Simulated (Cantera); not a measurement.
An adiabatic, constant-pressure homogeneous reactor starts with CO : H2 : CH4 : O2 : N2 = 1 : 0.35 : 1.1 : 1.69 : 6.36 (molar parts), equivalence ratio 1.7, at 1350 K and 1.38 atm. Integrator tolerance rtol = 1e-08.

Detailed kinetics in Cantera: GRI-Mech 3.0 (53 species, 325 reactions).

What does this change do: constant volume in place of constant pressure?


```tsv
quantity	before	after
time of steepest temperature rise	1.28 ms	1.15 ms
temperature at 0.400 s	2640 K	2873 K
equilibrium temperature	2640 K	2873 K
x(CO) at 0.400 s	0.143 (gas-phase equilibrium 0.143)	0.145 (gas-phase equilibrium 0.145)
x(H2) at 0.400 s	0.0707 (gas-phase equilibrium 0.0707)	0.0698 (gas-phase equilibrium 0.0698)
x(CH4) at 0.400 s	1.19e-12 (gas-phase equilibrium 1.37e-12)	2.85e-12 (gas-phase equilibrium 3.32e-12)
x(C2H6) at 0.400 s	<1e-12 (gas-phase equilibrium <1e-12)	<1e-12 (gas-phase equilibrium <1e-12)
x(O) at 0.400 s	0.000488 (gas-phase equilibrium 0.000488)	0.00136 (gas-phase equilibrium 0.00136)
```

What does this change do: CO 1 to 0.52 parts?


```
quantity                                                              before                                      after
---------------------------------  -----------------------------------------  -----------------------------------------
time of steepest temperature rise                                    1.28 ms                                    1.20 ms
temperature at 0.400 s                                                2640 K                                     2668 K
equilibrium temperature                                               2640 K                                     2668 K
x(CO) at 0.400 s                         0.143 (gas-phase equilibrium 0.143)        0.111 (gas-phase equilibrium 0.111)
x(H2) at 0.400 s                       0.0707 (gas-phase equilibrium 0.0707)      0.0674 (gas-phase equilibrium 0.0674)
x(CH4) at 0.400 s                  1.19e-12 (gas-phase equilibrium 1.37e-12)      <1e-12 (gas-phase equilibrium <1e-12)
x(C2H6) at 0.400 s                     <1e-12 (gas-phase equilibrium <1e-12)      <1e-12 (gas-phase equilibrium <1e-12)
x(O) at 0.400 s                    0.000488 (gas-phase equilibrium 0.000488)  0.000704 (gas-phase equilibrium 0.000704)
```
